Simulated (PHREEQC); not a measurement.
Make-up at 25 °C: 180 mmol/kgw KHCO3 and 0.063 mmol/kgw K2HPO4. Closed to the air; pH follows from the charge balance.

All values are PHREEQC results (ion-association model, phreeqc.dat), not measurements.

| quantity | before | after |
|---|---|---|
| pH | 8.09 | 8.48 |
| ionic strength (mol/kgw) | 0.182 | 0.000186 |
| HPO4-2 (mol/kgw) | 5.44e-5 | 5.99e-5 |
| KHPO4- (mol/kgw) | 5.62e-6 | 1.38e-8 |
| H2PO4- (mol/kgw) | 2.95e-6 | 3.08e-6 |
| PO4-3 (mol/kgw) | 1.65e-8 | 8.74e-9 |

**Question.** Which change was made?
(A) KHCO3 left out
(B) K2HPO4 from 6.3e-05 to 6.93e-05 mol/kgw
(C) K2HPO4 from 6.3e-05 to 0.000126 mol/kgw
(D) K2HPO4 from 6.3e-05 to 9.45e-05 mol/kgw

**Answer.** A, KHCO3 left out

Precipitation was switched off in this run.
